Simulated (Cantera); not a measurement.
Transport properties of process gases

Gas mixture: 74.8 % NO, 25.2 % N₂, at 0.0975 Torr, frozen composition.

Cantera's kinetic-theory transport with the Lennard-Jones parameters of GRI-Mech 3.0, ideal gas; thermal conductivity in the multicomponent form. The composition is frozen, though it would react at the higher temperatures.

```tsv
T (K)	ρ (kg/m³)	cp (J/kg/K)	μ (µPa s)	λ (mW/m/K)	Pr	D (cm²/s) H₂O	D (cm²/s) H	D (cm²/s) O
400	0.000115	1010	22.9	32.6	0.710	3060	15800	4120
500	9.23e-5	1026	26.8	38.8	0.709	4650	23300	6030
600	7.69e-5	1049	30.4	45.0	0.708	6500	31900	8200
700	6.59e-5	1074	33.7	51.1	0.707	8580	41400	10600
800	5.77e-5	1099	36.8	57.2	0.707	10900	51900	13300
900	5.13e-5	1122	39.8	63.1	0.707	13400	63300	16200
1000	4.61e-5	1142	42.6	68.8	0.707	16100	75500	19300
1100	4.19e-5	1156	45.3	74.1	0.707	19000	88500	22600
1200	3.84e-5	1170	48.0	79.4	0.707	22000	102000	26100
```
D: mixture-averaged diffusion coefficient of that species in the mixture.
